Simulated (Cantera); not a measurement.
Input: 1 mol Al(CH3)3, 2.2 mol NH3, 5.5 mol N2, held at 350 °C and 0.100 bar.

Equilibrium computed with Cantera from the NASA thermochemical tables; the gas is ideal and each condensed phase is pure. Candidate condensed phases: Al, AlN, C, C6H6, C7H8, C8H18; 97 gas species. The feed counts by its element totals alone. Equilibrium is a limit: real reactors are often held back by kinetics, nucleation or transport.

Base state: N2 0.544, CH4 0.239, H2 0.217, NH3 0.000211 (mole fractions); condensed: AlN(s) + C(graphite).

**Question.** What changes in the equilibrium state with this change: pressure from 0.100 bar to 13.3 mbar?

**Answer.** 
```
species             before    after
----------------  --------  -------
N2                   0.544    0.487
H2                   0.217    0.403
CH4                  0.239    0.110
NH3               0.000211  6.74e-5
AlN(s), mol           1.00     1.00
C(graphite), mol     0.319     1.62
```
